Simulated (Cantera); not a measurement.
Charge: 1 mol MgO, 0.96 mol H₂S, 0.26 mol CO₂, at 727 °C and 330000 Pa.

Method: chemical equilibrium by Gibbs-energy minimisation in Cantera with the NASA 1993 tables (ideal gas, pure condensed phases). Candidate condensed phases: C, C₆H₆, C₇H₈, C₈H₁₈, H₂O, H₂SO₄, Mg, MgCO₃, MgO, Mg(OH)₂, MgS, MgSO₄, S; 130 gas species. Gases not in the tables: S₃ to S₇. The numbers say what is thermodynamically allowed, not how fast it happens.

Base state: H₂S 0.685, CO₂ 0.145, H₂O 0.0653, COS 0.0334, CO 0.0282, S₂ 0.0232, H₂ 0.0182, CS₂ 0.00184 (mole fractions); condensed: MgO(s).

Problem. What changes in the equilibrium state with this change: temperature from 727 °C to 1102 °C?

Solution. 
| species | before | after |
|---|---|---|
| H₂S | 0.685 | 0.463 |
| H₂O | 0.0653 | 0.127 |
| CO | 0.0282 | 0.111 |
| H₂ | 0.0182 | 0.109 |
| S₂ | 0.0232 | 0.109 |
| CO₂ | 0.145 | 0.0625 |
| COS | 0.0334 | 0.0153 |
| SO | 5.94e-8 | 2.10e-5 |
| SH | 1.69e-5 | 0.00103 |
| MgO(s), mol | 1.00 | 1.00 |
